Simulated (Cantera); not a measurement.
A perfectly stirred reactor is fed with 1.22 % C₂H₆, 98.8 % N₂, at 0.00286 atm; it is held at 1323 K, and followed from long to short residence time.

Cantera simulation using GRI-Mech 3.0 (53 species, 325 reactions); the numbers are that mechanism's predictions, not measurements. GRI-Mech 3.0 stops at C3 and has no aromatics, soot or wall deposition, so with more carbon than oxygen in the feed, carbon stays in small species such as C2H2 where larger ones or solid carbon would form. Radical loss at walls, strong at low pressure, is not modelled.

Task: Predict: x(C₂H₆) at τ = 9.90 s; x(CH₄) at τ = 9.90 s; x(CH₃) at τ = 9.90 s; x(H₂) at τ = 9.90 s; x(C₂H₂) at τ = 9.90 s; x(C₂H₆) at τ = 54.0 ms; x(CH₄) at τ = 54.0 ms; x(CH₃) at τ = 54.0 ms; x(H₂) at τ = 54.0 ms; x(C₂H₂) at τ = 54.0 ms.

Result: x(C₂H₆) at τ = 9.90 s: 0.000175
x(CH₄) at τ = 9.90 s: 0.00277
x(CH₃) at τ = 9.90 s: 0.000135
x(H₂) at τ = 9.90 s: 0.0183
x(C₂H₂) at τ = 9.90 s: 0.00943
x(C₂H₆) at τ = 54.0 ms: 0.00967
x(CH₄) at τ = 54.0 ms: 0.000351
x(CH₃) at τ = 54.0 ms: 0.000570
x(H₂) at τ = 54.0 ms: 0.00192
x(C₂H₂) at τ = 54.0 ms: 8.57e-5
